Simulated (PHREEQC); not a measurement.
A made-up water analysis in mmol/kgw, 20 °C, pH 6.6, pe 12.6:

| constituent | mmol/kgw |
|---|---|
| Na | 81.8 |
| K | 0.0163 |
| Ca | 5.82 |
| Mg | 8.14 |
| Cl | 101 |
| S(6) | 2.12 |
| Alkalinity (meq/kgw) | 0.951 |
| Cd | 1.94 |
| O(0) (counted as O atoms) | 0.52 |
| F | 0.091 |

Valence states are taken as typed.

Equilibrium calculation in PHREEQC: ion-association model, wateq4f.dat.

Task: The ionic strength comes out as 0.122 mol/kgw. What activity coefficients do CaHCO3+, Ca+2, NaSO4-, Na+, Mg+2 get?

Result: CaHCO3+ 0.79, Ca+2 0.37, NaSO4- 0.78, Na+ 0.77, Mg+2 0.39.

Precipitation was switched off in this run. The solution is supersaturated, for example in Otavite, so a real one may precipitate; this is no full list. Species that the database lacks are ignored.
